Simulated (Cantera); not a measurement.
# Reactions in the system Ca-H-O

Cantera with NASA thermochemical tables; ideal gases at 1 bar, condensed phases pure. Values are per mole of reaction as written; species without (g) are pure solids or liquids, kept so even where they would boil at 1 bar.

H(g) + CaO → OH(g) + Ca

```csv
T (K),ΔH° (kJ),ΔS° (J/K),ΔG° (kJ),log10 K
1648,453.5,65.4,345.7,-10.96
1698,453.2,65.2,342.4,-10.53
1748,452.9,65.0,339.2,-10.14
1798,452.6,64.9,335.9,-9.76
1848,452.2,64.7,332.7,-9.40
```
